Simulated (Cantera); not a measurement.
## N2O furnace oxynitridation

An isothermal, constant-pressure homogeneous reactor starts with 87.6 % N2O, 12.3 % H2O, 0.105 % N2, at 1325 K and 0.118 atm.

Model: GRI-Mech 3.0 (53 species, 325 reactions), integrated in Cantera. GRI-Mech 3.0 was tuned for natural gas; its chemistry of N2O as a main component is partial and can be far from experiment. The mechanism lacks the step 2 NO + O2 → 2 NO2, which can matter for NO2 below about 1400 K. The temperature is held fixed by assumption; the heat of reaction is taken as removed at once.

| t (s) | x N2O | x H2O | x H | x O | x HO2 | x O2 | x N2 |
|---|---|---|---|---|---|---|---|
| 2.00e-5 | 0.876 | 0.123 | 1.30e-10 | 6.56e-6 | 3.30e-9 | 1.59e-6 | 0.00106 |
| 0.000111 | 0.876 | 0.123 | 5.94e-9 | 1.36e-5 | 3.18e-7 | 2.49e-5 | 0.00113 |
| 0.000616 | 0.876 | 0.123 | 3.97e-8 | 1.40e-5 | 9.05e-6 | 0.000187 | 0.00152 |
| 0.00342 | 0.872 | 0.122 | 6.72e-8 | 1.42e-5 | 1.56e-5 | 0.00124 | 0.00384 |
| 0.0190 | 0.852 | 0.122 | 6.63e-8 | 1.39e-5 | 1.10e-5 | 0.00707 | 0.0166 |
| 0.105 | 0.755 | 0.117 | 5.86e-8 | 1.29e-5 | 5.09e-6 | 0.0365 | 0.0803 |
| 0.585 | 0.418 | 0.103 | 6.71e-8 | 1.14e-5 | 1.08e-6 | 0.139 | 0.300 |
| 3.25 | 0.0386 | 0.0869 | 5.82e-8 | 6.54e-6 | 9.30e-8 | 0.258 | 0.550 |
| 18.0 | 1.87e-5 | 0.0853 | 1.23e-9 | 4.22e-7 | 3.10e-8 | 0.270 | 0.576 |
| 100 | 8.41e-7 | 0.0853 | 1.20e-9 | 4.17e-7 | 3.11e-8 | 0.270 | 0.576 |
x: mole fraction; the columns are a selection and need not sum to one.

Equilibrium at this temperature and pressure: N2O 9.87e-9, H2O 0.0853, H 1.17e-9, O 4.42e-7, HO2 3.39e-8, O2 0.304, N2 0.610 (gas phase only).
